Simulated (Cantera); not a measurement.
Input (Python, Cantera):

```python
import numpy as np
import cantera as ct

gas = ct.Solution("SiF4_NH3_mec.yaml", "gas")
gas.TPX = 2423, 1900, {'NH3': 1, 'H2': 2.6}
reactor = ct.IdealGasConstPressureReactor(gas, energy="off", clone=False)
net = ct.ReactorNet([reactor])
net.rtol, net.atol = 1e-08, 1e-18
show = ['NH3', 'H2', 'H', 'N2H4', 'NH']
times = np.geomspace(2e-06, 20, 14)

steps = ct.SolutionArray(gas, extra=["t"])
rows = []
print(f"{'t/s':>10s}{'T/K':>9s}{'P/Pa':>11s}" + "".join(f"{s:>11s}" for s in show))
for t in times:
    while net.time < t:
        t_next = net.step()
        steps.append(gas.state, t=t_next)
    rows.append([np.interp(t, steps.t, y) for y in (steps.T, steps.P, *steps(*show).X.T)])
    print(f"{t:10.3e}{rows[-1][0]:9.1f}{rows[-1][1]:11.4g}" + "".join(f"{x:11.3e}" for x in rows[-1][2:]))
rate = np.gradient(steps.T, steps.t)
print("integrator steps:", len(steps.t))
if steps.T.max() > steps.T[0] + 200:
    print(f"time of steepest temperature rise: {steps.t[rate.argmax()]:.4e} s")
gas.TPX = 2423, 1900, {'NH3': 1, 'H2': 2.6}
gas.equilibrate("TP")
print(f"equilibrium (TP): T = {gas.T:.1f} K  " + "  ".join(f"{s} {gas[s].X[0]:.3e}" for s in show))
```

Result:

```
       t/s      T/K       P/Pa        NH3         H2          H       N2H4         NH
 2.000e-06   2423.0       1900  2.778e-01  7.222e-01  5.011e-06  8.921e-15  5.638e-11
 6.910e-06   2423.0       1900  2.778e-01  7.222e-01  1.643e-05  1.624e-13  1.889e-09
 2.388e-05   2423.0       1900  2.777e-01  7.222e-01  5.486e-05  2.272e-12  5.129e-08
 8.249e-05   2423.0       1900  2.775e-01  7.221e-01  1.868e-04  2.817e-11  9.226e-07
 2.850e-04   2423.0       1900  2.768e-01  7.218e-01  6.329e-04  3.277e-10  1.196e-05
 9.848e-04   2423.0       1900  2.737e-01  7.217e-01  1.844e-03  2.714e-09  9.810e-05
 3.403e-03   2423.0       1900  2.570e-01  7.309e-01  2.452e-03  4.113e-09  1.561e-04
 1.176e-02   2423.0       1900  2.059e-01  7.620e-01  2.736e-03  3.028e-09  1.462e-04
 4.062e-02   2423.0       1900  1.005e-01  8.257e-01  3.709e-03  1.133e-09  1.165e-04
 1.403e-01   2423.0       1900  7.940e-03  8.774e-01  9.424e-03  4.051e-11  5.537e-05
 4.849e-01   2423.0       1900  2.552e-06  8.295e-01  6.532e-02  2.223e-16  9.746e-07
 1.675e+00   2423.0       1900  7.862e-08  7.843e-01  1.132e-01  7.075e-19  1.008e-07
 5.789e+00   2423.0       1900  4.807e-08  7.830e-01  1.146e-01  2.769e-19  6.341e-08
 2.000e+01   2423.0       1900  4.781e-08  7.830e-01  1.146e-01  2.740e-19  6.307e-08
integrator steps: 1839
equilibrium (TP): T = 2423.0 K  NH3 4.781e-08  H2 7.830e-01  H 1.146e-01  N2H4 2.740e-19  NH 6.307e-08
```

Detailed kinetics in Cantera: the gas-phase N/H chemistry of the illustrative SiF4/NH3 mechanism in the Surface Chemkin manual (1991). Walls and surfaces, which speed up NH3 decomposition in real reactors, are not modelled.
